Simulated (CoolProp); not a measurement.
Dodecamethylpentasiloxane (MD3M) along the isotherm 346.85 °C: fugacity coefficient from the reference equation and from simpler models built on Tc = 354.9 °C, pc = 0.9540 MPa, ω = 0.730; each cubic takes its own stable root.

Computed with CoolProp (reference Helmholtz-energy equation of state, Thol 2019).

```
p (MPa)   phase  reference  van der Waals  Soave-Redlich-Kwong
-------  ------  ---------  -------------  -------------------
0.143       gas     0.9427         0.9543               0.9466
0.286       gas     0.8865         0.9087               0.8941
0.429       gas     0.8310         0.8631               0.8422
0.572       gas     0.7759         0.8172               0.7904
0.715       gas     0.7203         0.7702               0.7380
1        liquid     0.5794         0.6538               0.6037
1.14     liquid     0.5203         0.5955               0.5454
1.29     liquid     0.4712         0.5467               0.4968
1.43     liquid     0.4346         0.5104               0.4605
```
